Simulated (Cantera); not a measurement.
## Equilibrium for roasting and sulfation: FeS + H2S + CO2 + SO3

Input: 1 mol FeS, a varied amount of H2S, 1.3 mol CO2, 2.2 mol SO3, held at 1050 K and 0.390 bar.

These are equilibrium values from Cantera (NASA tables, ideal gas, pure condensed phases), not measurements of a reactor. Candidate condensed phases: C, C6H6, C7H8, C8H18, Fe, Fe(CO)5, FeO, Fe(OH)2, Fe(OH)3, FeS, FeSO4, FeS2, Fe2O3, Fe2(SO4)3, Fe3O4, H2O, H2SO4, S; 127 gas species. Mutual solubility and eutectic melting of coexisting phases are not modelled. FeS: taken at fixed stoichiometry. Gases not in the tables: S3 to S7. Rates play no part.

```json
[
 {"n(H2S) (mol)": "0.17", "x SO2": "0.635", "x H2O": "0.0379", "x CO2": "0.297", "x S2": "0.0258", "x H2S": "0.000868", "x S2O": "0.00231", "x H2": "0.000107", "x CO": "0.000707", "n FeS(s)": "0.343", "n Fe3O4(s)": "0.219"},
 {"n(H2S) (mol)": "0.22", "x SO2": "0.628", "x H2O": "0.0485", "x CO2": "0.293", "x S2": "0.0256", "x H2S": "0.00111", "x S2O": "0.00229", "x H2": "0.000137", "x CO": "0.000701", "n FeS(s)": "0.387", "n Fe3O4(s)": "0.204"},
 {"n(H2S) (mol)": "0.29", "x SO2": "0.619", "x H2O": "0.0628", "x CO2": "0.288", "x S2": "0.0253", "x H2S": "0.00143", "x S2O": "0.00225", "x H2": "0.000178", "x CO": "0.000692", "n FeS(s)": "0.447", "n Fe3O4(s)": "0.184"},
 {"n(H2S) (mol)": "0.38", "x SO2": "0.608", "x H2O": "0.0805", "x CO2": "0.282", "x S2": "0.0249", "x H2S": "0.00183", "x S2O": "0.00220", "x H2": "0.000229", "x CO": "0.000681", "n FeS(s)": "0.526", "n Fe3O4(s)": "0.158"},
 {"n(H2S) (mol)": "0.49", "x SO2": "0.594", "x H2O": "0.101", "x CO2": "0.275", "x S2": "0.0245", "x H2S": "0.00230", "x S2O": "0.00215", "x H2": "0.000290", "x CO": "0.000668", "n FeS(s)": "0.621", "n Fe3O4(s)": "0.126"},
 {"n(H2S) (mol)": "0.64", "x SO2": "0.577", "x H2O": "0.128", "x CO2": "0.265", "x S2": "0.0239", "x H2S": "0.00289", "x S2O": "0.00208", "x H2": "0.000369", "x CO": "0.000651", "n FeS(s)": "0.752", "n Fe3O4(s)": "0.0828"},
 {"n(H2S) (mol)": "0.82", "x SO2": "0.558", "x H2O": "0.157", "x CO2": "0.255", "x S2": "0.0233", "x H2S": "0.00355", "x S2O": "0.00200", "x H2": "0.000459", "x CO": "0.000632", "n FeS(s)": "0.908", "n Fe3O4(s)": "0.0306"},
 {"n(H2S) (mol)": "1.1", "x SO2": "0.511", "x H2O": "0.195", "x CO2": "0.239", "x S2": "0.0426", "x H2S": "0.00724", "x S2O": "0.00302", "x H2": "0.000693", "x CO": "0.000721", "n FeS(s)": "1.00", "n Fe3O4(s)": "0"},
 {"n(H2S) (mol)": "1.4", "x SO2": "0.456", "x H2O": "0.228", "x CO2": "0.224", "x S2": "0.0726", "x H2S": "0.0134", "x S2O": "0.00425", "x H2": "0.000979", "x CO": "0.000816", "n FeS(s)": "1.00", "n Fe3O4(s)": "0"},
 {"n(H2S) (mol)": "1.8", "x SO2": "0.393", "x H2O": "0.264", "x CO2": "0.206", "x S2": "0.106", "x H2S": "0.0222", "x S2O": "0.00526", "x H2": "0.00134", "x CO": "0.000891", "n FeS(s)": "1.00", "n Fe3O4(s)": "0"},
 {"n(H2S) (mol)": "2.3", "x SO2": "0.329", "x H2O": "0.300", "x CO2": "0.188", "x S2": "0.140", "x H2S": "0.0339", "x S2O": "0.00592", "x H2": "0.00178", "x CO": "0.000951", "n FeS(s)": "1.00", "n Fe3O4(s)": "0"}
]
```
x: gas mole fraction; n: condensed amount in mol.

From 0.17 mol H2S to 0.82 mol H2S the condensed part is FeS(s) + Fe3O4(s). From 1.1 mol H2S to 2.3 mol H2S the condensed part is FeS(s).
